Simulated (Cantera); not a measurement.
Gas-phase reforming

A perfectly stirred reactor is fed with 58.5 % CH4, 41.5 % CO2, at 1.00 bar; it is held at 2150 K, and followed from long to short residence time.

Detailed kinetics in Cantera: GRI-Mech 3.0 (53 species, 325 reactions).

| τ (s) | x CH4 | x CO2 | x HO2 | x CH3 | x O2 |
|---|---|---|---|---|---|
| 0.54 | 0.00235 | 0.000602 | <1e-12 | 0.000260 | 2.00e-11 |
| 0.33 | 0.00295 | 0.000945 | <1e-12 | 0.000326 | 4.85e-11 |
| 0.20 | 0.00372 | 0.00147 | <1e-12 | 0.000412 | 1.15e-10 |
| 0.12 | 0.00472 | 0.00227 | <1e-12 | 0.000522 | 2.63e-10 |
| 0.076 | 0.00583 | 0.00329 | 1.05e-12 | 0.000645 | 5.24e-10 |
| 0.047 | 0.00727 | 0.00475 | 2.11e-12 | 0.000805 | 1.02e-9 |
| 0.028 | 0.00922 | 0.00691 | 4.23e-12 | 0.00102 | 1.97e-9 |
| 0.017 | 0.0116 | 0.00974 | 7.83e-12 | 0.00128 | 3.47e-9 |
| 0.011 | 0.0141 | 0.0130 | 1.28e-11 | 0.00157 | 5.37e-9 |
| 0.0065 | 0.0180 | 0.0182 | 2.19e-11 | 0.00199 | 8.51e-9 |
x: mole fraction; the columns are a selection and need not sum to one.
